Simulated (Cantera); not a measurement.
Cantera run, input and output.

```python
import numpy as np
import cantera as ct

gas = ct.Solution("h2o2.yaml")
gas.TPX = 1723, 240000, {'H2': 1, 'O2': 0.217, 'N2': 0.817}
reactor = ct.IdealGasConstPressureReactor(gas, energy="on", clone=False)
net = ct.ReactorNet([reactor])
net.rtol, net.atol = 1e-08, 1e-16
show = ['H2', 'O2', 'OH', 'HO2', 'H2O', 'O']
times = np.geomspace(6e-06, 8, 16)

steps = ct.SolutionArray(gas, extra=["t"])
rows = []
print(f"{'t/s':>10s}{'T/K':>9s}{'P/Pa':>11s}" + "".join(f"{s:>11s}" for s in show))
for t in times:
    while net.time < t:
        t_next = net.step()
        steps.append(gas.state, t=t_next)
    rows.append([np.interp(t, steps.t, y) for y in (steps.T, steps.P, *steps(*show).X.T)])
    print(f"{t:10.3e}{rows[-1][0]:9.1f}{rows[-1][1]:11.4g}" + "".join(f"{x:11.3e}" for x in rows[-1][2:]))
rate = np.gradient(steps.T, steps.t)
print("integrator steps:", len(steps.t))
if steps.T.max() > steps.T[0] + 200:
    print(f"time of steepest temperature rise: {steps.t[rate.argmax()]:.4e} s")
gas.TPX = 1723, 240000, {'H2': 1, 'O2': 0.217, 'N2': 0.817}
gas.equilibrate("HP")
print(f"equilibrium (HP): T = {gas.T:.1f} K  " + "  ".join(f"{s} {gas[s].X[0]:.3e}" for s in show))
```

Result:

```
       t/s      T/K       P/Pa         H2         O2         OH        HO2        H2O          O
 6.000e-06   2221.2    2.4e+05  2.398e-01  1.920e-03  1.498e-02  2.345e-06  1.956e-01  5.558e-03
 1.536e-05   2579.3    2.4e+05  2.666e-01  9.109e-04  1.429e-02  1.176e-06  2.076e-01  2.831e-03
 3.934e-05   2815.9    2.4e+05  2.835e-01  3.884e-04  1.111e-02  6.119e-07  2.179e-01  1.248e-03
 1.007e-04   2895.3    2.4e+05  2.892e-01  2.520e-04  9.474e-03  4.201e-07  2.218e-01  8.233e-04
 2.579e-04   2898.9    2.4e+05  2.894e-01  2.464e-04  9.393e-03  4.114e-07  2.220e-01  8.059e-04
 6.604e-04   2898.9    2.4e+05  2.894e-01  2.464e-04  9.393e-03  4.114e-07  2.220e-01  8.059e-04
 1.691e-03   2898.9    2.4e+05  2.894e-01  2.464e-04  9.393e-03  4.114e-07  2.220e-01  8.059e-04
 4.330e-03   2898.9    2.4e+05  2.894e-01  2.464e-04  9.393e-03  4.114e-07  2.220e-01  8.059e-04
 1.109e-02   2898.9    2.4e+05  2.894e-01  2.464e-04  9.393e-03  4.114e-07  2.220e-01  8.059e-04
 2.839e-02   2898.9    2.4e+05  2.894e-01  2.464e-04  9.393e-03  4.114e-07  2.220e-01  8.059e-04
 7.268e-02   2898.9    2.4e+05  2.894e-01  2.464e-04  9.393e-03  4.114e-07  2.220e-01  8.059e-04
 1.861e-01   2898.9    2.4e+05  2.894e-01  2.464e-04  9.393e-03  4.114e-07  2.220e-01  8.059e-04
 4.765e-01   2898.9    2.4e+05  2.894e-01  2.464e-04  9.393e-03  4.114e-07  2.220e-01  8.059e-04
 1.220e+00   2898.9    2.4e+05  2.894e-01  2.464e-04  9.393e-03  4.114e-07  2.220e-01  8.059e-04
 3.124e+00   2898.9    2.4e+05  2.894e-01  2.464e-04  9.393e-03  4.114e-07  2.220e-01  8.059e-04
 8.000e+00   2898.9    2.4e+05  2.894e-01  2.464e-04  9.393e-03  4.114e-07  2.220e-01  8.059e-04
integrator steps: 1060
time of steepest temperature rise: 3.2739e-06 s
equilibrium (HP): T = 2898.9 K  H2 2.894e-01  O2 2.464e-04  OH 9.393e-03  HO2 4.114e-07  H2O 2.220e-01  O 8.059e-04
```

Detailed kinetics in Cantera: the H2/O2 subset of GRI-Mech 3.0, which has no nitrogen chemistry. The hydrogen kinetics of GRI-Mech 3.0 are dated; newer H2 mechanisms differ, most at raised pressure.
